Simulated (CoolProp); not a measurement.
CH2F2 (R32) at 298.15 K and 7.97 MPa flows at 0.14 m/s in a round tube of 20 mm bore and 15 µm roughness, fully developed (64/Re and Nu = 3.66 if laminar; Colebrook and Gnielinski if turbulent). Each further row changes one setting.

Model: reference Helmholtz-energy equation of state, Tillner-Roth 1997, in CoolProp.

| case | Reynolds number | Darcy friction factor | pressure drop (Pa/m) | heat-transfer coefficient (W/(m² K)) | mass flow (kg/h) |
|---|---|---|---|---|---|
| as stated | 22300 | 0.0269 | 13.1 | 632 | 158 |
| velocity 0.28 m/s | 44600 | 0.0237 | 46.3 | 1160 | 315 |
| diameter 40 mm | 44600 | 0.0226 | 5.52 | 555 | 631 |

Viscosity comes from a separate model (Bell 2016), an estimate that may be off by 10 % or more. Thermal conductivity comes from a separate model (Huber 2003), an estimate that may be off by 10 % or more.
